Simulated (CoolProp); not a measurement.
Properties of normal hydrogen at several states (Tc = 33.1 K, pc = 1.296 MPa, ω = -0.219).

Model: reference Helmholtz-energy equation of state, Leachman 2009, in CoolProp.

| T (K) | p (MPa) | phase | Joule-Thomson coefficient (K/MPa) | expansivity (1/kK) | Prandtl number |
|---|---|---|---|---|---|
| 178.1 | 0.395 | gas | … | 5.620 | 0.686 |
| 148.4 | 0.0173 | gas | … | 6.739 | … |
| 893.8 | 0.147 | gas | -0.5895 | 1.118 | … |
| 929.1 | 0.246 | gas | … | 1.076 | 0.676 |
| 203.3 | 5.65 | supercritical | … | … | 0.679 |

**Question.** Complete the blanks.

**Answer.** 
- 178.1, Joule-Thomson coefficient (K/MPa): 0.1265
- 148.4, Joule-Thomson coefficient (K/MPa): 0.3960
- 148.4, Prandtl number: 0.688
- 893.8, Prandtl number: 0.677
- 929.1, Joule-Thomson coefficient (K/MPa): -0.5900
- 203.3, Joule-Thomson coefficient (K/MPa): -0.1000
- 203.3, expansivity (1/kK): 4.874

Viscosity comes from a separate model (Muzny 2013). Thermal conductivity comes from a separate model (Assael 2011).
